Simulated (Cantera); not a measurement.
Input (Python, Cantera) and output of one run.

```python
import numpy as np
import cantera as ct

gas_names = """
    CL CL2 H HCL H2 Si SiCL SiCL2 SiCL3 SiCL4 SiH SiHCL3 SiH2 SiH2CL2 SiH3 SiH3CL SiH4 Si2 Si3
""".split()
cond_names = """
    Si(cr) Si(L)
""".split()


# ... load() reads the species with a 1 bar reference pressure and builds the phases ...
atoms = {
    'Si': {'Si': 1},
    'Cl2': {'CL': 2},
    'H2': {'H': 2},
}
top_T = {}  # K; cautious upper limits of use, not melting points


# ... equilibrate(T, P, feed) seeds the gas with the atoms and calls Mixture.equilibrate('TP', solver="vcs", rtol=1e-11, max_steps=5000) ...
results = []
feed = {'Si': 1, 'Cl2': 1.9, 'H2': 16}  # mol
P = 25000  # Pa
for T in [873, 923, 973, 1023, 1073, 1123, 1173, 1223, 1273, 1323]:
    mix = equilibrate(T, P, feed)
    results.append((T, P, feed, dict(zip(mix.species_names, mix.species_moles))))
    x = sorted(zip(gas.X, gas.species_names), reverse=True)
    print(f"T = {T:g} K  P = {P:g} Pa  gas = {mix.phase_moles(0):.4g} mol")
    print("   x: " + "  ".join(f"{s} {v:.3e}" for v, s in x if v > 0.001))
    print("   condensed (mol): " + ("  ".join(f"{mix.phase(i).name} {mix.phase_moles(i):.4g}"
          for i in range(1, mix.n_phases) if mix.phase_moles(i) > 1e-12) or "none"))
```

It prints:

```
T = 873 K  P = 25000 Pa  gas = 16.9 mol
   x: H2 9.355e-01  SiCL4 4.256e-02  SiHCL3 1.596e-02  HCL 5.342e-03
   condensed (mol): none
T = 923 K  P = 25000 Pa  gas = 16.9 mol
   x: H2 9.332e-01  SiCL4 4.050e-02  SiHCL3 1.763e-02  HCL 7.640e-03
   condensed (mol): none
T = 973 K  P = 25000 Pa  gas = 16.91 mol
   x: H2 9.305e-01  SiCL4 3.818e-02  SiHCL3 1.927e-02  HCL 1.036e-02  SiH2CL2 1.016e-03
   condensed (mol): none
T = 1023 K  P = 25000 Pa  gas = 16.94 mol
   x: H2 9.266e-01  SiCL4 3.683e-02  SiHCL3 1.861e-02  HCL 1.552e-02  SiH2CL2 1.041e-03
   condensed (mol): Si(cr) 0.02022
T = 1073 K  P = 25000 Pa  gas = 16.98 mol
   x: H2 9.214e-01  SiCL4 3.496e-02  HCL 2.246e-02  SiHCL3 1.757e-02  SiCL3 1.526e-03  SiCL2 1.066e-03  SiH2CL2 1.031e-03
   condensed (mol): Si(cr) 0.04627
T = 1123 K  P = 25000 Pa  gas = 17.03 mol
   x: H2 9.146e-01  SiCL4 3.234e-02  HCL 3.115e-02  SiHCL3 1.628e-02  SiCL3 2.415e-03  SiCL2 2.241e-03  SiH2CL2 1.004e-03
   condensed (mol): Si(cr) 0.0752
T = 1173 K  P = 25000 Pa  gas = 17.11 mol
   x: H2 9.061e-01  HCL 4.149e-02  SiCL4 2.884e-02  SiHCL3 1.468e-02  SiCL2 4.321e-03  SiCL3 3.555e-03
   condensed (mol): Si(cr) 0.1041
T = 1223 K  P = 25000 Pa  gas = 17.2 mol
   x: H2 8.963e-01  HCL 5.310e-02  SiCL4 2.448e-02  SiHCL3 1.275e-02  SiCL2 7.652e-03  SiCL3 4.847e-03
   condensed (mol): Si(cr) 0.129
T = 1273 K  P = 25000 Pa  gas = 17.31 mol
   x: H2 8.854e-01  HCL 6.525e-02  SiCL4 1.946e-02  SiCL2 1.244e-02  SiHCL3 1.056e-02  SiCL3 6.077e-03
   condensed (mol): Si(cr) 0.1457
T = 1323 K  P = 25000 Pa  gas = 17.44 mol
   x: H2 8.744e-01  HCL 7.695e-02  SiCL2 1.851e-02  SiCL4 1.427e-02  SiHCL3 8.225e-03  SiCL3 6.950e-03
   condensed (mol): Si(cr) 0.1517
```

Equilibrium computed with Cantera from the NASA thermochemical tables; the gas is ideal and each condensed phase is pure. The tables' values for SiCl3 are old estimates; treat these amounts as uncertain.
